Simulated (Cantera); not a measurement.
A closed system holds: 1 mol MgCO₃, 1.2 mol C, 0.088 mol O₂, equilibrated at 1650 K and 500 Pa.

Method: chemical equilibrium by Gibbs-energy minimisation in Cantera with the NASA 1993 tables (ideal gas, pure condensed phases). Candidate condensed phases: C, Mg, MgCO₃, MgO; 15 gas species. Rates play no part.

Base state: CO 0.989, Mg 0.0110, CO₂ 0.000190 (mole fractions); condensed: MgO(s).

Q: What changes in the equilibrium state with this change: 1.2 mol CH₄ added?

A: 
```csv
species,before,after
CO,0.989,0.483
H₂,0,0.364
Mg,0.0110,0.152
H,0,0.000776
MgH,0,7.77e-5
C₂H₂ (acetylene),0,1.66e-5
"MgO(s), mol",0.976,0
"C(graphite), mol",0,0.224
```
The tables' values for MgH are old estimates; treat these amounts as uncertain. Further candidate phases: C₆H₆, C₇H₈, C₈H₁₈, H₂O, Mg(OH)₂.

Q: What changes in the equilibrium state with this change: MgCO₃ replaced by MgSO₄?

A: 
```csv
species,before,after
CO₂,0.000190,0.314
SO₂,0,0.314
CO,0.989,0.272
S₂,0,0.0744
SO,0,0.0229
Mg,0.0110,1.83e-6
S₂O,0,0.00103
S,0,0.000765
COS,0,0.000336
"MgO(s), mol",0.976,1.000
```
Further candidate phases: MgS, MgSO₄, S.

Q: What changes in the equilibrium state with this change: C from 1.2 to 0.31 mol?

A: 
| species | before | after |
|---|---|---|
| CO₂ | 0.000190 | 0.661 |
| CO | 0.989 | 0.339 |
| Mg | 0.0110 | 1.08e-6 |
| MgO(s), mol | 0.976 | 1.000 |
